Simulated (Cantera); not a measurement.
Si + Cl2 + O2 + H2O (chemical vapour transport)

Feed: 1 mol Si, 0.34 mol Cl2, 0.12 mol O2, 1.5 mol H2O, at 190000 Pa.

Method: chemical equilibrium by Gibbs-energy minimisation in Cantera with the NASA 1993 tables (ideal gas, pure condensed phases). Candidate condensed phases: H2O, Si, SiO2; 30 gas species. The tables' values for SiCl3 are old estimates; treat these amounts as uncertain. Kinetics and transport are ignored.

| T (K) | log p H2 | log p HCl | log p SiCl4 | log p SiHCl3 | n SiO2(α-quartz) | n SiO2(β-quartz) |
|---|---|---|---|---|---|---|
| 773 | 0.20 | -0.75 | -0.84 | -3.10 | 0.870 | 0 |
| 798 | 0.20 | -0.75 | -0.84 | -2.95 | 0.870 | 0 |
| 823 | 0.20 | -0.75 | -0.84 | -2.82 | 0.870 | 0 |
| 848 | 0.20 | -0.75 | -0.85 | -2.69 | 0 | 0.870 |
| 873 | 0.20 | -0.74 | -0.85 | -2.58 | 0 | 0.870 |
| 898 | 0.20 | -0.74 | -0.85 | -2.47 | 0 | 0.870 |
| 923 | 0.20 | -0.74 | -0.85 | -2.37 | 0 | 0.870 |
| 948 | 0.20 | -0.74 | -0.86 | -2.27 | 0 | 0.870 |
| 973 | 0.20 | -0.73 | -0.86 | -2.18 | 0 | 0.870 |
| 998 | 0.20 | -0.73 | -0.87 | -2.10 | 0 | 0.870 |
| 1023 | 0.20 | -0.73 | -0.87 | -2.02 | 0 | 0.870 |
| 1048 | 0.19 | -0.72 | -0.88 | -1.95 | 0 | 0.870 |
| 1073 | 0.19 | -0.72 | -0.88 | -1.88 | 0 | 0.870 |
| 1098 | 0.19 | -0.71 | -0.89 | -1.82 | 0 | 0.870 |
log p: log10 of the partial pressure in bar; n: condensed amount in mol.

From 773 K to 823 K the condensed part is SiO2(α-quartz). From 848 K to 1098 K the condensed part is SiO2(β-quartz). The main Si-bearing gas is SiCl4 throughout.
